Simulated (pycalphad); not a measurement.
## Freezing of Si-Al alloys with rising Al

All values are pycalphad results on the COST 507 light-alloy database (1999) (1 atm), not direct measurements. The database dates from 1999; later assessments differ in places, in temperatures and in the compounds included. Phase fractions are per mole of atoms.

Scheil-Gulliver runs (no diffusion in the solid, steps of 4 K) beside full equilibrium.

```json
[
 {"alloy": "Si-18.9Al (at.%)", "liquidus (K)": "1589", "Scheil, half solid (K)": "1451", "Scheil, 80 % solid (K)": "at the invariant end", "Scheil, invariant end (K)": "850", "liquid left at that end": "0.21", "equilibrium solidus (K)": "850"},
 {"alloy": "Si-37.8Al (at.%)", "liquidus (K)": "1451", "Scheil, half solid (K)": "1032", "Scheil, 80 % solid (K)": "at the invariant end", "Scheil, invariant end (K)": "850", "liquid left at that end": "0.43", "equilibrium solidus (K)": "850"},
 {"alloy": "Si-75.6Al (at.%)", "liquidus (K)": "1032", "Scheil, half solid (K)": "at the invariant end", "Scheil, 80 % solid (K)": "at the invariant end", "Scheil, invariant end (K)": "850", "liquid left at that end": "0.86", "equilibrium solidus (K)": "850"}
]
```
